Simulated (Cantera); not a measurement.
A Cantera script and what it prints.

```python
import numpy as np
import cantera as ct

gas_names = """
    C CN CO CO2 C2 CCN CNC C2N2 C2O C3 C3O2 C4 C4N2 C5 N NCO NO NO2 NO3 N2 N2O O O2 O3 Si SiC SiC2 SiN
    SiO SiO2 Si2 Si2C Si2N Si3
""".split()
cond_names = """
    C(gr) Si(cr) Si(L) SiC(b) SiO2(Lqz) SiO2(hqz) SiO2(L) Si2N2O(s) Si3N4(a)
""".split()


# ... load() reads the species with a 1 bar reference pressure and builds the phases ...
atoms = {
    'Si': {'Si': 1},
    'CO2': {'C': 1, 'O': 2},
    'N2': {'N': 2},
}
top_T = {'C(gr)': 4500, 'SiC(b)': 3050, 'Si2N2O(s)': 2100, 'Si3N4(a)': 2400}  # K; cautious upper limits of use, not melting points


# ... equilibrate(T, P, feed) seeds the gas with the atoms and calls Mixture.equilibrate('TP', solver="vcs", rtol=1e-11, max_steps=5000) ...
results = []
T = 1550  # K
P = 1900  # Pa
for m in [51, 64, 82, 100, 130, 170, 210, 270, 340, 430, 550, 690, 880]:
    feed = {'Si': 1, 'CO2': 1.1, 'N2': m}  # mol
    mix = equilibrate(T, P, feed)
    results.append((T, P, feed, dict(zip(mix.species_names, mix.species_moles))))
    x = sorted(zip(gas.X, gas.species_names), reverse=True)
    print(f"T = {T:g} K  P = {P:g} Pa  n(N2) = {m:g} mol  gas = {mix.phase_moles(0):.4g} mol")
    print("   x: " + "  ".join(f"{s} {v:.3e}" for v, s in x if v > 0.0001))
    print("   condensed (mol): " + ("  ".join(f"{mix.phase(i).name} {mix.phase_moles(i):.4g}"
          for i in range(1, mix.n_phases) if mix.phase_moles(i) > 1e-12) or "none"))
```

Output:

```
T = 1550 K  P = 1900 Pa  n(N2) = 51 mol  gas = 51.91 mol
   x: N2 9.772e-01  CO 2.119e-02  SiO 1.616e-03
   condensed (mol): SiO2(hqz) 0.372  Si2N2O(s) 0.2721
T = 1550 K  P = 1900 Pa  n(N2) = 64 mol  gas = 64.94 mol
   x: N2 9.814e-01  CO 1.694e-02  SiO 1.613e-03
   condensed (mol): SiO2(hqz) 0.365  Si2N2O(s) 0.2651
T = 1550 K  P = 1900 Pa  n(N2) = 82 mol  gas = 82.98 mol
   x: N2 9.851e-01  CO 1.326e-02  SiO 1.611e-03
   condensed (mol): SiO2(hqz) 0.3554  Si2N2O(s) 0.2555
T = 1550 K  P = 1900 Pa  n(N2) = 100 mol  gas = 101 mol
   x: N2 9.875e-01  CO 1.089e-02  SiO 1.610e-03
   condensed (mol): SiO2(hqz) 0.3457  Si2N2O(s) 0.2458
T = 1550 K  P = 1900 Pa  n(N2) = 130 mol  gas = 131.1 mol
   x: N2 9.900e-01  CO 8.391e-03  SiO 1.609e-03
   condensed (mol): SiO2(hqz) 0.3297  Si2N2O(s) 0.2297
T = 1550 K  P = 1900 Pa  n(N2) = 170 mol  gas = 171.2 mol
   x: N2 9.920e-01  CO 6.426e-03  SiO 1.608e-03
   condensed (mol): SiO2(hqz) 0.3082  Si2N2O(s) 0.2083
T = 1550 K  P = 1900 Pa  n(N2) = 210 mol  gas = 211.3 mol
   x: N2 9.932e-01  CO 5.207e-03  SiO 1.607e-03
   condensed (mol): SiO2(hqz) 0.2868  Si2N2O(s) 0.1869
T = 1550 K  P = 1900 Pa  n(N2) = 270 mol  gas = 271.4 mol
   x: N2 9.943e-01  CO 4.053e-03  SiO 1.606e-03
   condensed (mol): SiO2(hqz) 0.2546  Si2N2O(s) 0.1547
T = 1550 K  P = 1900 Pa  n(N2) = 340 mol  gas = 341.5 mol
   x: N2 9.952e-01  CO 3.221e-03  SiO 1.606e-03
   condensed (mol): SiO2(hqz) 0.2171  Si2N2O(s) 0.1172
T = 1550 K  P = 1900 Pa  n(N2) = 430 mol  gas = 431.7 mol
   x: N2 9.958e-01  CO 2.548e-03  SiO 1.605e-03
   condensed (mol): SiO2(hqz) 0.1689  Si2N2O(s) 0.069
T = 1550 K  P = 1900 Pa  n(N2) = 550 mol  gas = 552 mol
   x: N2 9.964e-01  CO 1.993e-03  SiO 1.605e-03
   condensed (mol): SiO2(hqz) 0.1046  Si2N2O(s) 0.004695
T = 1550 K  P = 1900 Pa  n(N2) = 690 mol  gas = 692 mol
   x: N2 9.971e-01  CO 1.589e-03  SiO 1.301e-03
   condensed (mol): SiO2(hqz) 0.09989
T = 1550 K  P = 1900 Pa  n(N2) = 880 mol  gas = 882 mol
   x: N2 9.977e-01  CO 1.247e-03  SiO 1.021e-03
   condensed (mol): SiO2(hqz) 0.09986
```

Method: chemical equilibrium by Gibbs-energy minimisation in Cantera with the NASA 1993 tables (ideal gas, pure condensed phases). Mutual solubility and eutectic melting of coexisting phases are not modelled. The tables hold silica as quartz up to 1696 K and as liquid above; real silica turns to tridymite and cristobalite and melts near 1996 K.
